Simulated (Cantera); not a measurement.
An adiabatic, constant-pressure homogeneous reactor starts with H2 : O2 : N2 = 1 : 0.25 : 0.94 (molar parts), equivalence ratio 2.0, at 1448 K and 5.00 bar. Integrator tolerance rtol = 1e-08.

Model: the H2/O2 subset of GRI-Mech 3.0, which has no nitrogen chemistry, integrated in Cantera. The hydrogen kinetics of GRI-Mech 3.0 are dated; newer H2 mechanisms differ, most at raised pressure.

Q: What does this change do: initial temperature 1448 to 1050 K?

A: 
```csv
quantity,before,after
time of steepest temperature rise,3.61 µs,2.16 ms
temperature at 0.100 s,2869 K,2628 K
equilibrium temperature,2869 K,2628 K
x(H2) at 0.100 s,0.246 (gas-phase equilibrium 0.246),0.253 (gas-phase equilibrium 0.253)
x(O2) at 0.100 s,0.000161 (gas-phase equilibrium 0.000161),2.36e-5 (gas-phase equilibrium 2.36e-5)
x(O) at 0.100 s,0.000404 (gas-phase equilibrium 0.000404),5.77e-5 (gas-phase equilibrium 5.77e-5)
x(H2O) at 0.100 s,0.246 (gas-phase equilibrium 0.246),0.254 (gas-phase equilibrium 0.254)
x(HO2) at 0.100 s,3.57e-7 (gas-phase equilibrium 3.57e-7),5.09e-8 (gas-phase equilibrium 5.09e-8)
x(OH) at 0.100 s,0.00690 (gas-phase equilibrium 0.00690),0.00233 (gas-phase equilibrium 0.00233)
```
